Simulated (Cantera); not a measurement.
Thermodynamics of silicon nitride deposition, feed trisilylamine + NH3

Charge: 1 mol trisilylamine, 0.2 mol NH3, at 61.0 mbar.

These are equilibrium values from Cantera (NASA tables, ideal gas, pure condensed phases), not measurements of a reactor. Candidate condensed phases: Si, Si3N4; 18 gas species. The feed counts by its element totals alone. Mutual solubility and eutectic melting of coexisting phases are not modelled. Gases not in the tables: Si2H6 and higher silanes. Rates play no part.

```
T (K)   x H2      x N2       x H     x Si   x SiH2    x SiH   x Si2N  n Si(s)  n Si3N4(s)  n Si(l)
-----  -----  --------  --------  -------  -------  -------  -------  -------  ----------  -------
1498   0.999  0.000747   6.95e-5  1.65e-7  1.46e-6  1.31e-7  2.16e-9     2.11       0.298        0
1523   0.999   0.00121   9.35e-5  2.96e-7  2.00e-6  2.13e-7  4.58e-9     2.11       0.297        0
1548   0.998   0.00194  0.000125  5.21e-7  2.72e-6  3.40e-7  9.48e-9     2.11       0.295        0
1573   0.997   0.00305  0.000164  9.01e-7  3.66e-6  5.35e-7  1.92e-8     2.12       0.293        0
1598   0.995   0.00474  0.000215  1.53e-6  4.87e-6  8.29e-7  3.79e-8     2.13       0.289        0
1623   0.992   0.00725  0.000279  2.56e-6  6.42e-6  1.27e-6  7.33e-8     2.15       0.282        0
1648   0.989    0.0109  0.000359  4.22e-6  8.38e-6  1.91e-6  1.39e-7     2.18       0.273        0
1673   0.983    0.0163  0.000457  6.85e-6  1.08e-5  2.84e-6  2.58e-7     2.22       0.260        0
1698   0.975    0.0246  0.000578  1.08e-5  1.36e-5  4.09e-6  4.61e-7        0       0.239     2.28
1723   0.960    0.0388  0.000724  1.61e-5  1.63e-5  5.61e-6  7.74e-7        0       0.203     2.39
1748   0.939    0.0602  0.000896  2.39e-5  1.93e-5  7.60e-6  1.28e-6        0       0.146     2.56
1773   0.907    0.0923   0.00110  3.49e-5  2.24e-5  1.01e-5  2.09e-6        0      0.0559     2.83
```
x: gas mole fraction; n: condensed amount in mol.

From 1498 K to 1673 K the condensed part is Si(s) + Si3N4(s). From 1698 K to 1773 K the condensed part is Si(l) + Si3N4(s). The main Si-bearing gas is SiH2 at 1498 K and Si at 1773 K.
